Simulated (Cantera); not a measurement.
A Cantera script and what it prints.

```python
import numpy as np
import cantera as ct

gas_names = """
    CL CL2 H HCL H2 Si SiCL SiCL2 SiCL3 SiCL4 SiH SiHCL3 SiH2 SiH2CL2 SiH3 SiH3CL SiH4 Si2 Si3
""".split()
cond_names = """
    Si(cr) Si(L)
""".split()


# ... load() reads the species with a 1 bar reference pressure and builds the phases ...
atoms = {
    'Si': {'Si': 1},
    'HCl': {'H': 1, 'CL': 1},
    'H2': {'H': 2},
}
top_T = {}  # K; cautious upper limits of use, not melting points


# ... equilibrate(T, P, feed) seeds the gas with the atoms and calls Mixture.equilibrate('TP', solver="vcs", rtol=1e-11, max_steps=5000) ...
results = []
T = 548.15  # K
P = 1  # Pa
for m in [0.87, 1.3, 2.1, 3.2, 4.9, 7.5, 12, 18, 28, 42, 65]:
    feed = {'Si': 1, 'HCl': 1.5, 'H2': m}  # mol
    mix = equilibrate(T, P, feed)
    results.append((T, P, feed, dict(zip(mix.species_names, mix.species_moles))))

top = {s: max(r[3][s] / sum(r[3][g] for g in gas_names) for r in results) for s in gas_names}
cols = sorted((s for s in top if top[s] > 1e-06), key=lambda s: -top[s])[:7]
seen = [c for c in cond_names if any(r[3].get(c, 0) > 1e-12 for r in results)]
print("log10 of partial pressures in bar; condensed amounts in mol")
print(f"{'n(H2)':>10s}" + "".join(f"{s[:9]:>10s}" for s in cols + seen))
for T, P, feed, n in results:
    ng = sum(n[g] for g in gas_names)
    print(f"{feed['H2']:10.4g}" + "".join(f"{np.log10(max(n[s] / ng * P / 1e5, 1e-99)):10.3f}" for s in cols)
          + "".join(f"{n.get(c, 0):10.4g}" for c in seen))
```

It prints:

```
log10 of partial pressures in bar; condensed amounts in mol
     n(H2)        H2     SiCL4    SiHCL3       HCL   SiH2CL2    Si(cr)
      0.87    -5.091    -5.735    -7.242    -8.728   -10.126    0.6222
       1.3    -5.074    -5.821    -7.297    -8.741   -10.152     0.622
       2.1    -5.054    -5.946    -7.381    -8.762   -10.195    0.6218
       3.2    -5.040    -6.075    -7.471    -8.787   -10.245    0.6215
       4.9    -5.028    -6.220    -7.574    -8.818   -10.306    0.6212
       7.5    -5.020    -6.378    -7.688    -8.853   -10.376    0.6209
        12    -5.013    -6.562    -7.823    -8.896   -10.461    0.6205
        18    -5.009    -6.727    -7.945    -8.935   -10.540    0.6201
        28    -5.006    -6.913    -8.082    -8.980   -10.629    0.6197
        42    -5.004    -7.086    -8.211    -9.022   -10.714    0.6193
        65    -5.003    -7.274    -8.352    -9.069   -10.807     0.619
```

Cantera equilibrium calculation (NASA polynomials, part measured and part estimated; ideal gas, pure solids and liquids).
